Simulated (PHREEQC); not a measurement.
PHREEQC input (ion-association model, phreeqc.dat):

```
SOLUTION 0
  temp 15
  units mmol/kgw
  pH 7 charge
  Cl 2.39
  Mn(2) 0.76
  Mg 0.43
SOLUTION 1-30
  temp 15
  units mmol/kgw
  pH 7 charge
  Br 11
  K 11
  Cl 0.01
END
EXCHANGE 1-30
  X 0.00096
  -equilibrate 1
END
SELECTED_OUTPUT 1
  -reset false
  -pH true
  -pe true
  -ionic_strength true
  -water true
  -step true
  -totals Br Cl K Mg Mn Mn(2) Mn(3)
  -molalities KX MnX2 MgX2
  -saturation_indices Pyrochroite Sylvite
PRINT
  -reset false
TRANSPORT
  -cells 30
  -shifts 90
  -lengths 0.0333333
  -time_step 300
  -dispersivities 0.05
  -boundary_conditions flux flux
  -correct_disp true
  -punch_cells 30
  -punch_frequency 3
END
```

Selected output (columns that matter, 20 of 31 rows; pore volumes added in front):

```
pore volumes	pH	mu	Br	Cl	K	Mg	Mn	m_KX	m_MnX2	m_MgX2	si_Pyrochroite	si_Sylvite
0	5.0402	0.01101	0.011	1e-05	0.011	0	0	0.00096	0	0	-1000	-7.9004
0.2167	5.0402	0.01101	0.011	1e-05	0.011	8.356e-17	2.9613e-16	0.00096	1.3729e-16	4.1993e-17	-20.823	-7.9004
0.3167	5.0402	0.01101	0.010999	1.0147e-05	0.010999	3.2737e-11	9.473e-11	0.00096	4.3923e-11	1.6454e-11	-15.318	-7.8941
0.5167	5.0399	0.010819	0.010755	6.2986e-05	0.010807	1.4545e-07	3.555e-07	0.00095951	1.7055e-07	7.565e-08	-11.743	-7.1081
0.6167	5.0392	0.010331	0.01013	0.0001983	0.010312	9.0184e-07	2.1244e-06	0.00095675	1.1126e-06	5.1224e-07	-10.965	-6.6285
0.8167	5.0361	0.0083538	0.0075802	0.00074992	0.0082727	7.28e-06	1.6444e-05	0.00092316	1.2438e-05	5.9816e-06	-10.069	-6.1383
0.9167	5.034	0.0071686	0.006035	0.0010842	0.0070101	1.5429e-05	3.4145e-05	0.00086574	3.1601e-05	1.5527e-05	-9.746	-6.0446
1.1167	5.0299	0.0052252	0.0033582	0.0016634	0.0046018	6.6714e-05	0.0001382	0.0005692	0.00012806	6.7345e-05	-9.1291	-6.0313
1.3167	5.0273	0.0042069	0.0016462	0.0020338	0.0026073	0.00018085	0.00035047	0.0002667	0.0002218	0.00012485	-8.7191	-6.1847
1.4167	5.0266	0.0039471	0.001114	0.002149	0.0018727	0.00023839	0.00045174	0.00017844	0.00024798	0.00014281	-8.6072	-6.3028
1.6167	5.0258	0.0036877	0.00048567	0.0022849	0.00090919	0.00032592	0.00059978	7.9386e-05	0.00027635	0.00016395	-8.4825	-6.5884
1.7167	5.0256	0.0036304	0.00031456	0.0023219	0.0006197	0.00035547	0.00064793	5.275e-05	0.00028368	0.00016994	-8.4486	-6.7476
1.9167	5.0255	0.0035806	0.00012824	0.0023623	0.00027915	0.00039319	0.00070748	2.3054e-05	0.00029153	0.00017694	-8.4101	-7.0861
2.1167	5.0254	0.0035676	5.0783e-05	0.002379	0.00012202	0.00041243	0.00073646	9.9311e-06	0.00029476	0.00018028	-8.3926	-7.4424
2.2167	5.0254	0.0035661	3.1693e-05	0.0023831	7.9991e-05	0.00041796	0.00074446	6.4843e-06	0.00029554	0.00018122	-8.3879	-7.6251
2.4167	5.0254	0.003566	1.2186e-05	0.0023874	3.3939e-05	0.00042441	0.00075339	2.7384e-06	0.00029632	0.00018231	-8.3827	-7.9966
2.5167	5.0254	0.0035665	7.5168e-06	0.0023884	2.199e-05	0.00042621	0.00075574	1.7721e-06	0.00029649	0.00018262	-8.3814	-8.1849
2.7167	5.0254	0.0035673	2.8362e-06	0.0023894	9.1554e-06	0.00042826	0.00075827	7.3675e-07	0.00029665	0.00018298	-8.3799	-8.5653
2.8167	5.0254	0.0035677	1.7361e-06	0.0023896	5.8869e-06	0.00042882	0.00075892	4.7355e-07	0.00029668	0.00018309	-8.3796	-8.7571
3.0167	5.0254	0.0035681	6.469e-07	0.0023899	2.4204e-06	0.00042946	0.00075958	1.9462e-07	0.00029669	0.00018321	-8.3792	-9.143
```
